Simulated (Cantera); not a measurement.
A Cantera script and its output.

```python
import numpy as np
import cantera as ct

gas = ct.Solution("SiF4_NH3_mec.yaml", "gas")
gas.TPX = 1600, 190000, {'NH3': 1, 'N2': 6.5}
reactor = ct.IdealGasConstPressureReactor(gas, energy="off", clone=False)
net = ct.ReactorNet([reactor])
net.rtol, net.atol = 1e-08, 1e-18
show = ['NH3', 'N2', 'N2H4', 'N', 'NH2', 'H']
times = np.geomspace(6e-05, 3, 12)

steps = ct.SolutionArray(gas, extra=["t"])
rows = []
print(f"{'t/s':>10s}{'T/K':>9s}{'P/Pa':>11s}" + "".join(f"{s:>11s}" for s in show))
for t in times:
    while net.time < t:
        t_next = net.step()
        steps.append(gas.state, t=t_next)
    rows.append([np.interp(t, steps.t, y) for y in (steps.T, steps.P, *steps(*show).X.T)])
    print(f"{t:10.3e}{rows[-1][0]:9.1f}{rows[-1][1]:11.4g}" + "".join(f"{x:11.3e}" for x in rows[-1][2:]))
rate = np.gradient(steps.T, steps.t)
print("integrator steps:", len(steps.t))
if steps.T.max() > steps.T[0] + 200:
    print(f"time of steepest temperature rise: {steps.t[rate.argmax()]:.4e} s")
gas.TPX = 1600, 190000, {'NH3': 1, 'N2': 6.5}
gas.equilibrate("TP")
print(f"equilibrium (TP): T = {gas.T:.1f} K  " + "  ".join(f"{s} {gas[s].X[0]:.3e}" for s in show))
```

Result:

```
       t/s      T/K       P/Pa        NH3         N2       N2H4          N        NH2          H
 6.000e-05   1600.0    1.9e+05  1.333e-01  8.667e-01  9.214e-11  1.734e-14  1.343e-06  5.008e-09
 1.604e-04   1600.0    1.9e+05  1.333e-01  8.667e-01  6.789e-10  4.625e-13  3.593e-06  5.080e-09
 4.291e-04   1600.0    1.9e+05  1.333e-01  8.667e-01  4.820e-09  6.768e-12  9.524e-06  5.699e-09
 1.147e-03   1600.0    1.9e+05  1.333e-01  8.667e-01  2.930e-08  3.164e-11  2.344e-05  9.951e-09
 3.068e-03   1600.0    1.9e+05  1.332e-01  8.666e-01  7.764e-08  1.048e-10  3.813e-05  2.520e-08
 8.204e-03   1600.0    1.9e+05  1.331e-01  8.666e-01  8.354e-08  2.444e-10  3.956e-05  5.605e-08
 2.194e-02   1600.0    1.9e+05  1.326e-01  8.664e-01  8.086e-08  6.169e-10  3.891e-05  1.339e-07
 5.867e-02   1600.0    1.9e+05  1.313e-01  8.660e-01  7.525e-08  1.633e-09  3.754e-05  3.317e-07
 1.569e-01   1600.0    1.9e+05  1.281e-01  8.650e-01  6.590e-08  3.881e-09  3.513e-05  8.139e-07
 4.195e-01   1600.0    1.9e+05  1.202e-01  8.624e-01  5.307e-08  6.753e-09  3.152e-05  1.918e-06
 1.122e+00   1600.0    1.9e+05  1.039e-01  8.571e-01  3.661e-08  7.887e-09  2.618e-05  4.133e-06
 3.000e+00   1600.0    1.9e+05  7.756e-02  8.486e-01  1.901e-08  6.407e-09  1.887e-05  7.550e-06
integrator steps: 1012
equilibrium (TP): T = 1600.0 K  NH3 5.893e-06  N2 8.235e-01  N2H4 9.401e-17  N 4.387e-13  NH2 1.326e-09  H 1.668e-05
```

Detailed kinetics in Cantera: the gas-phase N/H chemistry of the illustrative SiF4/NH3 mechanism in the Surface Chemkin manual (1991). Walls and surfaces, which speed up NH3 decomposition in real reactors, are not modelled.
